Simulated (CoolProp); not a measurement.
Vapour-liquid equilibrium of C2F6 (R116) (1) + propylene (2) at -27.55 °C; x and y are mole fractions of (1).

The numbers come from the multi-fluid Helmholtz-energy mixture model, Lemmon 2006 and Lemmon 2013; pair parameters Bell 2016 in CoolProp.

| x | bubble pressure (MPa) | y at the bubble point | dew pressure at overall composition x (MPa) | liquid density (mol/L) |
|---|---|---|---|---|
| 0.05 | 0.4198 | 0.446 | 0.2447 | 13.59 |
| 0.2 | 0.6856 | 0.671 | 0.2912 | 12.73 |
| 0.35 | 0.7581 | 0.712 | 0.3586 | 11.93 |
| 0.5 | 0.7886 | 0.734 | 0.4646 | 11.22 |
| 0.65 | 0.8168 | 0.766 | 0.6497 | 10.63 |
| 0.8 | 0.8410 | 0.827 | 0.8337 | 10.16 |
| 0.95 | 0.8391 | 0.941 | 0.8376 | 9.831 |

y crosses x between x = 0.8 and 0.95: the model has an azeotrope there.

Pair parameters are fitted to limited data, so mixtures are less certain than the pure fluids. With so large a gap from Raoult's law the liquid may split in two, which this calculation doesn't test in full.
